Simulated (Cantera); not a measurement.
# TiO2 + CO + C (carbothermic reduction)

Feed: 1 mol TiO2, 10 mol CO, 1.6 mol C, at 1602 °C.

These are equilibrium values from Cantera (NASA tables, ideal gas, pure condensed phases), not measurements of a reactor. Candidate condensed phases: C, Ti, TiC, TiO, TiO2, Ti2O3, Ti3O5, Ti4O7; 15 gas species. Mutual solubility and eutectic melting of coexisting phases are not modelled. TiC, TiO: taken at fixed stoichiometry. Condensed phases not in the tables: solid solutions among these carbides, nitrides and lower oxides. Kinetics and transport are ignored.

```
P (Pa)    x CO     x TiO     x CO2      x Ti    x TiO2       x O  n TiC(s)  n TiO(s)  n Ti2O3(s)  n Ti3O5(s)
-------  -----  --------  --------  --------  --------  --------  --------  --------  ----------  ----------
10       0.999  0.000765   4.06e-6  0.000483   1.46e-6   4.24e-9     0.297     0.689           0           0
68       1.000  0.000113   1.06e-5   2.72e-5   5.61e-7   1.63e-9     0.300     0.699           0           0
460      1.000   1.66e-5   2.76e-5   1.55e-6   2.16e-7  6.25e-10     0.300     0.700           0           0
3200     1.000   1.79e-6   6.29e-5   7.30e-8   5.30e-8  2.05e-10     0.440         0       0.280           0
22000    1.000   1.77e-7  0.000136   3.34e-9   1.13e-8  6.45e-11     0.441         0       0.280           0
150000   1.000   1.77e-8  0.000293  1.55e-10   2.44e-9  2.04e-11     0.441         0       0.279           0
1000000  0.999   1.78e-9  0.000620  7.37e-12  5.19e-10  6.46e-12     0.478         0           0       0.174
```
x: gas mole fraction; n: condensed amount in mol.

From 0.0750 Torr to 3.45 Torr the condensed part is TiC(s) + TiO(s). From 24.0 Torr to 1130 Torr the condensed part is TiC(s) + Ti2O3(s). At 7500 Torr the condensed part is TiC(s) + Ti3O5(s).
